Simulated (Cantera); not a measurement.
Cantera run:

```python
import numpy as np
import cantera as ct

gas_names = [...]  # 110 gases of nasa_gas.yaml made of C, H, O
cond_names = """
    C(gr) C6H6(L) C7H8(L) C8H18(L),n-octa H2O(s) H2O(L)
""".split()


# ... load() reads the species with a 1 bar reference pressure and builds the phases ...
atoms = {
    'C2H6': {'C': 2, 'H': 6},
    'CO2': {'C': 1, 'O': 2},
    'H2': {'H': 2},
}
top_T = {'C(gr)': 4500}  # K; cautious upper limits of use, not melting points


# ... equilibrate(T, P, feed) seeds the gas with the atoms and calls Mixture.equilibrate('TP', solver="vcs", rtol=1e-11, max_steps=5000) ...
results = []
T = 723.15  # K
P = 1100  # Pa
for m in [0.55, 0.65, 0.79, 0.94, 1.1, 1.4, 1.6, 2, 2.3]:
    feed = {'C2H6': 1, 'CO2': m, 'H2': 48}  # mol
    mix = equilibrate(T, P, feed)
    results.append((T, P, feed, dict(zip(mix.species_names, mix.species_moles))))

top = {s: max(r[3][s] / sum(r[3][g] for g in gas_names) for r in results) for s in gas_names}
cols = sorted((s for s in top if top[s] > 1e-05), key=lambda s: -top[s])[:8]
seen = [c for c in cond_names if any(r[3].get(c, 0) > 1e-12 for r in results)]
print("log10 of partial pressures in bar; condensed amounts in mol")
print(f"{'n(CO2)':>10s}" + "".join(f"{s[:9]:>10s}" for s in cols + seen))
for T, P, feed, n in results:
    ng = sum(n[g] for g in gas_names)
    print(f"{feed['CO2']:10.4g}" + "".join(f"{np.log10(max(n[s] / ng * P / 1e5, 1e-99)):10.3f}" for s in cols)
          + "".join(f"{n.get(c, 0):10.4g}" for c in seen))
```

It prints:

```
log10 of partial pressures in bar; condensed amounts in mol
    n(CO2)        H2       CH4       H2O        CO       CO2     C(gr)
      0.55    -1.989    -3.306    -3.791    -4.166    -5.085         0
      0.65    -1.991    -3.301    -3.728    -4.092    -4.945         0
      0.79    -1.993    -3.294    -3.656    -4.005    -4.783         0
      0.94    -1.996    -3.289    -3.593    -3.928    -4.641         0
       1.1    -1.999    -3.283    -3.538    -3.858    -4.514         0
       1.4    -2.004    -3.282    -3.454    -3.759    -4.325   0.04367
       1.6    -2.007    -3.288    -3.407    -3.709    -4.225    0.1114
         2    -2.013    -3.300    -3.331    -3.627    -4.061    0.2377
       2.3    -2.017    -3.308    -3.285    -3.577    -3.961    0.3253
```

Equilibrium computed with Cantera from the NASA thermochemical tables; the gas is ideal and each condensed phase is pure.
